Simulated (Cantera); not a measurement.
Charge: 1 mol borazine, 0.55 mol NH3, 3.7 mol H2, held at 2075 °C and 353 Torr.

These are equilibrium values from Cantera (NASA tables, ideal gas, pure condensed phases), not measurements of a reactor. Candidate condensed phases: B, BN; 15 gas species. The feed counts by its element totals alone. The tables' values for BH2 are old estimates; treat these amounts as uncertain. Gases not in the tables: B2H6 and higher boranes. Rates play no part.

Base state: H2 0.945, N2 0.0359, H 0.0175, BH2 0.00183, BH3 3.67e-5, B 2.97e-5, BH 1.52e-5 (mole fractions); condensed: BN(s).

Q: What changes in the equilibrium state with this change: NH3 from 0.55 to 0.24 mol?

A: 
```csv
species,before,after
H2,0.945,0.959
N2,0.0359,0.0208
H,0.0175,0.0177
BH2,0.00183,0.00244
BH3,3.67e-5,4.93e-5
BH,1.52e-5,2.01e-5
B,2.97e-5,3.89e-5
"BN(s), mol",2.98,2.94
"B(s), mol",0,0.0445
```
Mutual solubility and eutectic melting of coexisting phases are not modelled.
